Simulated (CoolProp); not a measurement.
Saturation properties of n-undecane.

Model: reference Helmholtz-energy equation of state, Aleksandrov 2011, in CoolProp. It is a short technical equation, of lower accuracy than the large ones.

| T (°C) | p (MPa) | liquid density (kg/m³) | enthalpy of vaporisation (kJ/kg) | liquid cp (kJ/(kg K)) | vapour Z |
|---|---|---|---|---|---|
| 146.75 | 0.02552 | 641.7 | 293.9 | [?] | 0.9732 |
| 155.75 | 0.03386 | 634.2 | 288.9 | 2.714 | 0.9674 |
| 164.85 | 0.04440 | [?] | 283.6 | 2.752 | 0.9608 |
| 173.85 | 0.05728 | 618.8 | 278.4 | 2.790 | 0.9533 |
| 182.95 | 0.07317 | 610.9 | 272.9 | 2.828 | 0.9448 |
| 191.95 | 0.09215 | 602.8 | 267.4 | 2.866 | 0.9353 |
| 201.05 | 0.1151 | 594.5 | 261.7 | 2.905 | 0.9247 |
| 210.05 | 0.1420 | 586.1 | 255.9 | 2.944 | 0.9130 |
| 219.15 | 0.1739 | 577.3 | 249.8 | 2.984 | 0.9000 |
| 228.15 | 0.2108 | 568.4 | 243.6 | 3.024 | 0.8859 |
| 237.25 | 0.2539 | 559.1 | 237.0 | 3.066 | 0.8702 |
| 246.25 | 0.3030 | [?] | 230.3 | 3.108 | 0.8533 |

### Question
Some entries are withheld; supply them.

### Answer

- 146.75, liquid cp (kJ/(kg K)): 2.677
- 164.85, liquid density (kg/m³): 626.5
- 246.25, liquid density (kg/m³): 549.6

It boils at 195.8 °C under 1 atm.
